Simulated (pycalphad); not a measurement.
# Freezing of Sn-Si alloys with rising Si

CALPHAD calculation (pycalphad, COST 507 light-alloy database (1999)), 1 atm. These are 1990s assessments: newer ones move some temperatures and phases. Phase fractions are per mole of atoms.

Scheil-Gulliver runs (no diffusion in the solid, steps of 2 K) beside full equilibrium.

```json
[
 {"alloy": "Sn-2.04Si (at.%)", "liquidus (°C)": "[?]", "Scheil, half solid (°C)": "at the invariant end", "Scheil, 80 % solid (°C)": "at the invariant end", "Scheil, invariant end (°C)": "232", "liquid left at that end": "[?]", "equilibrium solidus (°C)": "232"},
 {"alloy": "Sn-3.06Si (at.%)", "liquidus (°C)": "999", "Scheil, half solid (°C)": "at the invariant end", "Scheil, 80 % solid (°C)": "at the invariant end", "Scheil, invariant end (°C)": "232", "liquid left at that end": "0.97", "equilibrium solidus (°C)": "232"},
 {"alloy": "Sn-4.08Si (at.%)", "liquidus (°C)": "1040", "Scheil, half solid (°C)": "at the invariant end", "Scheil, 80 % solid (°C)": "at the invariant end", "Scheil, invariant end (°C)": "232", "liquid left at that end": "0.96", "equilibrium solidus (°C)": "232"},
 {"alloy": "Sn-6.12Si (at.%)", "liquidus (°C)": "1099", "Scheil, half solid (°C)": "at the invariant end", "Scheil, 80 % solid (°C)": "at the invariant end", "Scheil, invariant end (°C)": "232", "liquid left at that end": "0.94", "equilibrium solidus (°C)": "232"}
]
```

Q: Complete the blanks.

A: 
- Sn-2.04Si (at.%), liquidus (°C): 942
- Sn-2.04Si (at.%), liquid left at that end: 0.98
